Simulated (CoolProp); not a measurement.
Model: reference Helmholtz-energy equation of state, Thol 2012, in CoolProp.

Problem. Give the vapour pressure (MPa), vapour density (kg/m³), enthalpy of vaporisation (kJ/kg), liquid viscosity (µPa s) of saturated benzene at 154.35 °C.

Solution. 
```csv
T (°C),p (MPa),vapour density (kg/m³),enthalpy of vaporisation (kJ/kg),liquid viscosity (µPa s)
154.35,0.636,15.9,332,168
```

Viscosity comes from a separate model (Avgeri 2014).
